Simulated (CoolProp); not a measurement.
Saturated liquid density (kg/m³) of CF4 (R14): the reference equation beside estimates from Tc = 227.4 K, pc = 3.762 MPa, ω = 0.178. Rackett uses Z = 0.29056 − 0.08775 ω.

Values from CoolProp's reference Helmholtz-energy equation of state, Platzer 1990. This equation is an older, rougher fit; its heat capacities, sound speeds and derivatives of the liquid may be far off and weren't checked against measurements.

```
T (K)  reference  Rackett  van der Waals  Redlich-Kwong  Soave-Redlich-Kwong  Peng-Robinson
-----  ---------  -------  -------------  -------------  -------------------  -------------
132.9       1667     1740           1091           1609                 1636           1846
139.6       1632     1704           1069           1571                 1601           1809
146.4       1596     1666           1046           1531                 1564           1768
153.1       1560     1628           1022           1489                 1525           1726
159.8       1522     1588          997.2           1445                 1483           1679
166.5       1483     1546          970.7           1398                 1437           1629
173.3       1441     1501          942.0           1346                  ___           1573
180          ___     1454          911.7           1292                 1334           1513
186.7       1350     1404            ___           1233                 1275            ___
```

Question: Some entries are withheld; supply them.

Answer: 
- 173.3, Soave-Redlich-Kwong: 1387
- 180, reference: 1397
- 186.7, van der Waals: 879.0
- 186.7, Peng-Robinson: 1447

Absolute difference from the reference over all 9 rows, mean and median: Rackett 4.3 and 4.3 %, van der Waals 34.6 and 34.5 %, Redlich-Kwong 5.5 and 5.1 %, Soave-Redlich-Kwong 3.1 and 2.6 %, Peng-Robinson 9.8 and 10.3 %.
